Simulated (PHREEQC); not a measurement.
## Sulfide liquor (model solution)

Consider water at 5 °C with 1.3 mmol/kgw NaHS, 39 mmol/kgw HCl and 0.29 mmol/kgw NiCl2. Closed to the air; pH follows from the charge balance.

Model: ion-association model, wateq4f.dat, run in PHREEQC.

The pH is 1.49, the ionic strength comes out as 0.0398 mol/kgw and the total alkalinity comes out as -37.7 meq/kg.

```
species  molality  activity   log γ
-------  --------  --------  ------
Cl-        0.0396    0.0329  -0.080
H+         0.0377    0.0327  -0.062
Na+       0.00130   0.00109  -0.075
H2S       0.00130   0.00131   0.004
Ni+2     0.000275  0.000136  -0.305
NiCl+     1.34e-5   1.13e-5  -0.076
```

Precipitation was switched off in this run. Species that the database lacks are ignored. Constants without temperature data keep their 25 °C values here. The polysulfide entries of wateq4f.dat were taken out for this run.
